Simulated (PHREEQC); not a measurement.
Make-up at 14 °C: 1.7 mmol/kgw HF, 18 mmol/kgw NH4F, 20 mmol/kgw (NH4)2SiF6 and 110 mmol/kgw H2SO4. Closed to the air; pH follows from the charge balance.

The numbers come from PHREEQC with the ion-association model, wateq4f.dat.

No solid was allowed to form.

**Question.** Order these S species by the share of S that they hold, largest first: NH4SO4-, SO4-2, HSO4-.

**Answer.** HSO4- (72 %), SO4-2 (24 %), NH4SO4- (4.7 %)

**Question.** Order these F species by the share of F that they hold, largest first: SiF6-2, HF, F-, H2F2.

**Answer.** SiF6-2 (86 %), HF (12 %), H2F2 (1.7 %), F- (0.15 %)

The pH is 1.01 and the ionic strength 0.223 mol/kgw. Species that the database lacks are ignored. At this temperature some constants are extrapolated from 25 °C, and those without enthalpy data are left unchanged. SiF6-2 is the database's only silicon fluoride.
